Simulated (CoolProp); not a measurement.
Model: reference Helmholtz-energy equation of state, Lemmon 2006, in CoolProp. It is a short technical equation, of lower accuracy than the large ones.

Q: Give the vapour pressure (kPa), vapour density (kg/m³), liquid cp (kJ/(kg K)) of saturated CH3F (R41) at -37.45 °C.

A: 
| T (°C) | p (kPa) | vapour density (kg/m³) | liquid cp (kJ/(kg K)) |
|---|---|---|---|
| -37.45 | 631 | 12.6 | 2.21 |
